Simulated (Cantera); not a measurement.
# Pyrogenic steam for wet oxidation

An isothermal, constant-pressure homogeneous reactor starts with H₂ : O₂ : N₂ : H₂O = 1.8 : 1 : 0.95 : 0.0054 (molar parts), at 850 K and 13300 Pa.

Computed with Cantera and GRI-Mech 3.0 (53 species, 325 reactions). Radical loss at walls, strong at low pressure, is not modelled. Below about 950 K walls govern HO2 and H2O2 in real vessels. The temperature is held fixed by assumption; the heat of reaction is taken as removed at once.

| t (s) | x H₂ | x O₂ | x NO | x OH | x H₂O | x NO₂ |
|---|---|---|---|---|---|---|
| 5.00e-6 | 0.479 | 0.266 | <1e-12 | <1e-12 | 0.00144 | <1e-12 |
| 1.48e-5 | 0.479 | 0.266 | <1e-12 | <1e-12 | 0.00144 | <1e-12 |
| 4.39e-5 | 0.479 | 0.266 | <1e-12 | <1e-12 | 0.00144 | <1e-12 |
| 0.000130 | 0.479 | 0.266 | <1e-12 | <1e-12 | 0.00144 | <1e-12 |
| 0.000385 | 0.479 | 0.266 | <1e-12 | 1.50e-12 | 0.00144 | <1e-12 |
| 0.00114 | 0.479 | 0.266 | <1e-12 | 5.72e-11 | 0.00144 | <1e-12 |
| 0.00338 | 0.479 | 0.266 | <1e-12 | 6.91e-6 | 0.00213 | <1e-12 |
| 0.0100 | 0.203 | 0.133 | 2.10e-8 | 5.47e-9 | 0.364 | 2.11e-8 |
| 0.0296 | 0.203 | 0.133 | 2.64e-9 | 9.87e-10 | 0.364 | 3.95e-8 |
| 0.0877 | 0.203 | 0.133 | 2.78e-9 | 8.69e-10 | 0.364 | 3.94e-8 |
| 0.260 | 0.203 | 0.133 | 3.28e-9 | 1.03e-9 | 0.364 | 3.89e-8 |
| 0.770 | 0.203 | 0.133 | 4.04e-9 | 1.69e-9 | 0.365 | 3.81e-8 |
| 2.28 | 0.202 | 0.132 | 6.29e-9 | 4.97e-9 | 0.366 | 3.59e-8 |
| 6.75 | 0.191 | 0.127 | 8.59e-9 | 1.14e-8 | 0.381 | 3.38e-8 |
| 20.0 | 0.154 | 0.109 | 8.42e-9 | 1.16e-8 | 0.429 | 3.46e-8 |
x: mole fraction; the columns are a selection and need not sum to one.

Equilibrium at this temperature and pressure: H₂ 4.27e-12, O₂ 0.0350, NO 1.20e-6, OH 9.77e-9, H₂O 0.632, NO₂ 3.29e-8 (gas phase only).
